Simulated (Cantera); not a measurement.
Input (Python, Cantera) and output of one run.

```python
import numpy as np
import cantera as ct

gas_names = """
    N NO NO2 NO3 N2 N2O O O2 O3 Si SiN SiO SiO2 Si2 Si2N Si3
""".split()
cond_names = """
    Si(cr) Si(L) SiO2(Lqz) SiO2(hqz) SiO2(L) Si2N2O(s) Si3N4(a)
""".split()


# ... load() reads the species with a 1 bar reference pressure and builds the phases ...
atoms = {
    'Si': {'Si': 1},
    'N2O': {'N': 2, 'O': 1},
    'N2': {'N': 2},
}
top_T = {'Si2N2O(s)': 2100, 'Si3N4(a)': 2400}  # K; cautious upper limits of use, not melting points


# ... equilibrate(T, P, feed) seeds the gas with the atoms and calls Mixture.equilibrate('TP', solver="vcs", rtol=1e-11, max_steps=5000) ...
results = []
feed = {'Si': 1, 'N2O': 0.026, 'N2': 2.1}  # mol
T = 1400  # K
P = 1.4  # Pa
mix = equilibrate(T, P, feed)
results.append((T, P, feed, dict(zip(mix.species_names, mix.species_moles))))
print(gas.report(threshold=0.0001))
for i in range(1, mix.n_phases):
    print(f"{mix.phase(i).name:16s} {mix.phase_moles(i):12.5e} mol")
```

Result:

```
       temperature   1400 K
          pressure   1.4 Pa
           density   3.3759e-06 kg/m^3
  mean mol. weight   28.068 kg/kmol
   phase of matter   gas

                          1 kg             1 kmol
                     ---------------   ---------------
          enthalpy        1.2325e+06        3.4594e+07  J
   internal energy        8.1776e+05        2.2953e+07  J
           entropy             11852        3.3267e+05  J/K
    Gibbs function        -1.536e+07       -4.3114e+08  J
 heat capacity c_p            1226.8             34434  J/K
 heat capacity c_v            930.58             26120  J/K

                      mass frac. Y      mole frac. X     chem. pot. / RT
                     ---------------   ---------------   ---------------
                N2           0.99465           0.99658           -36.982
               SiO         0.0053164          0.003385           -53.921
     [  +14 minor]        3.3365e-05        3.2941e-05

Si(cr)            0.00000e+00 mol
SiO2(hqz)         0.00000e+00 mol
Si2N2O(s)         2.10081e-02 mol
Si3N4(a)          3.17648e-01 mol
```

Method: chemical equilibrium by Gibbs-energy minimisation in Cantera with the NASA 1993 tables (ideal gas, pure condensed phases). Mutual solubility and eutectic melting of coexisting phases are not modelled.
